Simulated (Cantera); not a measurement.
A Cantera script and what it prints.

```python
import numpy as np
import cantera as ct

gas_names = """
    H HNO HNO2 HNO3 HO2 H2 H2O H2O2 N NH NH2 NH3 NH2OH NO NO2 NO3 N2 N2H2 N2H4 N2O O OH O2 O3 Si SiH
    SiH2 SiH3 SiH4 SiN SiO SiO2 Si2 Si2N Si3
""".split()
cond_names = """
    H2O(s) H2O(L) Si(cr) Si(L) SiO2(Lqz) SiO2(hqz) SiO2(L) Si2N2O(s) Si3N4(a)
""".split()


# ... load() reads the species with a 1 bar reference pressure and builds the phases ...
atoms = {
    'Si2H6': {'Si': 2, 'H': 6},
    'O3': {'O': 3},
    'N2': {'N': 2},
}
top_T = {'Si2N2O(s)': 2100, 'Si3N4(a)': 2400}  # K; cautious upper limits of use, not melting points


# ... equilibrate(T, P, feed) seeds the gas with the atoms and calls Mixture.equilibrate('TP', solver="vcs", rtol=1e-11, max_steps=5000) ...
results = []
T = 1023.15  # K
P = 68  # Pa
for m in [0.26, 0.76, 1.3, 1.8, 2.3, 2.7, 3.2, 3.7, 4.2, 4.7, 5.2, 5.7]:
    feed = {'Si2H6': 1, 'O3': m, 'N2': 12}  # mol
    mix = equilibrate(T, P, feed)
    results.append((T, P, feed, dict(zip(mix.species_names, mix.species_moles))))

top = {s: max(r[3][s] / sum(r[3][g] for g in gas_names) for r in results) for s in gas_names}
cols = sorted((s for s in top if top[s] > 0.0001), key=lambda s: -top[s])[:7]
seen = [c for c in cond_names if any(r[3].get(c, 0) > 1e-12 for r in results)]
print("log10 of partial pressures in bar; condensed amounts in mol")
print(f"{'n(O3)':>10s}" + "".join(f"{s[:9]:>10s}" for s in cols + seen))
for T, P, feed, n in results:
    ng = sum(n[g] for g in gas_names)
    print(f"{feed['O3']:10.4g}" + "".join(f"{np.log10(max(n[s] / ng * P / 1e5, 1e-99)):10.3f}" for s in cols)
          + "".join(f"{n.get(c, 0):10.4g}" for c in seen))
```

Result:

```
log10 of partial pressures in bar; condensed amounts in mol
     n(O3)        N2        O2        H2       H2O SiO2(hqz) Si2N2O(s)  Si3N4(a)
      0.26    -3.273   -41.627    -3.834   -14.882         0      0.78    0.1467
      0.76    -3.269   -29.261    -3.850    -8.715    0.8533    0.5733         0
       1.3    -3.265   -29.258    -3.866    -8.729     1.933   0.03335         0
       1.8    -3.264   -19.647    -4.139    -4.197         2         0         0
       2.3    -3.264   -16.606    -5.344    -3.881         2         0         0
       2.7    -3.280    -4.619   -11.338    -3.882         2         0         0
       3.2    -3.301    -4.266   -11.535    -3.903         2         0         0
       3.7    -3.320    -4.088   -11.644    -3.922         2         0         0
       4.2    -3.339    -3.971   -11.721    -3.941         2         0         0
       4.7    -3.357    -3.886   -11.781    -3.959         2         0         0
       5.2    -3.374    -3.820   -11.832    -3.976         2         0         0
       5.7    -3.390    -3.766   -11.875    -3.992         2         0         0
```

Equilibrium computed with Cantera from the NASA thermochemical tables; the gas is ideal and each condensed phase is pure. The feed counts by its element totals alone. N2 is the only nitrogen source here; it is nearly inert below about 1500 K, so the nitride shown seldom forms there in practice. Mutual solubility and eutectic melting of coexisting phases are not modelled.
